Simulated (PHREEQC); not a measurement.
0.14 g of hydrous ferric oxide (600 m²/g; 0.2 weak and 0.005 strong sites per Fe, Dzombak-Morel constants, diffuse double layer) in 1 kg of water with 0.1 mol/kgw of an inert sodium salt and 2.2e-06 mol/kgw PbCl2 and 6.4e-06 mol/kgw CaCl2, at 25 °C; the pH is set by adding NaOH or the inert anion's acid. Oxygen is held at 0.21 atm. No CO2 enters from the air. No solid was allowed to form.

All values are PHREEQC results (ion-association model, wateq4f.dat), not measurements.

```csv
pH,Pb sorbed (%),Ca sorbed (%),surface charge σ (C/m²),surface potential ψ (mV)
3,0.7,0.0,0.363,153
3.5,5.9,0.0,0.350,151
4,34.5,0.0,0.321,?
4.5,79.4,0.0,0.273,138
5,96.6,0.0,0.215,126
5.5,99.5,0.0,0.159,111
6,?,0.0,?,94
6.5,100.0,0.0,0.074,74
7,100.0,?,0.045,53
7.5,100.0,1.6,?,30
8,100.0,?,?,6
8.5,100.0,33.1,-0.013,?
9,100.0,68.1,-0.032,-40
```

### Question
Fill in the missing entries.

### Answer

- 4, surface potential ψ (mV): 147
- 6, Pb sorbed (%): 99.9
- 6, surface charge σ (C/m²): 0.112
- 7, Ca sorbed (%): 0.3
- 7.5, surface charge σ (C/m²): 0.023
- 8, Ca sorbed (%): 9.0
- 8, surface charge σ (C/m²): 0.005
- 8.5, surface potential ψ (mV): -17

The oxide is taken as insoluble; below pH 4 it would dissolve.
